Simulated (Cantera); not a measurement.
A Cantera script and what it prints.

```python
import numpy as np
import cantera as ct

gas_names = """
    CL CLO CL2 Fe FeCL FeCL2 FeCL3 FeO Fe2CL4 Fe2CL6 O O2 O3
""".split()
cond_names = """
    Fe(a) Fe(c) Fe(d) Fe(L) FeCL2(s) FeCL2(L) FeCL3(s) FeCL3(L) FeO(s) FeO(L) Fe2O3(s) Fe3O4(s)
""".split()


# ... load() reads the species with a 1 bar reference pressure and builds the phases ...
atoms = {
    'Fe2O3': {'Fe': 2, 'O': 3},
    'Cl2': {'CL': 2},
    'O2': {'O': 2},
}
top_T = {'Fe2O3(s)': 1830, 'Fe3O4(s)': 1870}  # K; cautious upper limits of use, not melting points


# ... equilibrate(T, P, feed) seeds the gas with the atoms and calls Mixture.equilibrate('TP', solver="vcs", rtol=1e-11, max_steps=5000) ...
results = []
feed = {'Fe2O3': 1, 'Cl2': 0.051, 'O2': 0.37}  # mol
P = 13332.2  # Pa
for T in [1223, 1273, 1323, 1373, 1423, 1473, 1523, 1573, 1623, 1673, 1723]:
    mix = equilibrate(T, P, feed)
    results.append((T, P, feed, dict(zip(mix.species_names, mix.species_moles))))

top = {s: max(r[3][s] / sum(r[3][g] for g in gas_names) for r in results) for s in gas_names}
cols = sorted((s for s in top if top[s] > 0.0001), key=lambda s: -top[s])[:8]
seen = [c for c in cond_names if any(r[3].get(c, 0) > 1e-12 for r in results)]
print("log10 of partial pressures in bar; condensed amounts in mol")
print(f"{'T/K':>10s}" + "".join(f"{s[:9]:>10s}" for s in cols + seen))
for T, P, feed, n in results:
    ng = sum(n[g] for g in gas_names)
    print(f"{T:10.4g}" + "".join(f"{np.log10(max(n[s] / ng * P / 1e5, 1e-99)):10.3f}" for s in cols)
          + "".join(f"{n.get(c, 0):10.4g}" for c in seen))
```

It prints:

```
log10 of partial pressures in bar; condensed amounts in mol
       T/K        O2       CL2     FeCL2        CL     FeCL3       CLO         O  Fe2O3(s)  Fe3O4(s)
      1223    -0.931    -1.841    -3.628    -3.144    -3.151    -5.033    -7.859    0.9985         0
      1273    -0.931    -1.878    -3.244    -2.952    -2.970    -4.880    -7.434    0.9974         0
      1323    -0.931    -1.933    -2.913    -2.785    -2.838    -4.750    -7.040    0.9957         0
      1373    -0.931    -2.014    -2.636    -2.645    -2.760    -4.644    -6.676    0.9934         0
      1423    -0.931    -2.124    -2.415    -2.533    -2.741    -4.563    -6.336    0.9907         0
      1473    -0.932    -2.265    -2.248    -2.446    -2.781    -4.506    -6.020    0.9879         0
      1523    -0.933    -2.434    -2.129    -2.384    -2.876    -4.472    -5.725    0.9853         0
      1573    -0.934    -2.623    -2.051    -2.341    -3.012    -4.456    -5.448    0.9833         0
      1623    -0.935    -2.824    -2.001    -2.313    -3.175    -4.453    -5.188    0.9818         0
      1673    -0.920    -3.141    -2.122    -2.350    -3.561    -4.506    -4.936         0    0.6545
      1723    -0.921    -3.315    -2.110    -2.322    -3.736    -4.500    -4.705         0    0.6543
```

These are equilibrium values from Cantera (NASA tables, ideal gas, pure condensed phases), not measurements of a reactor.
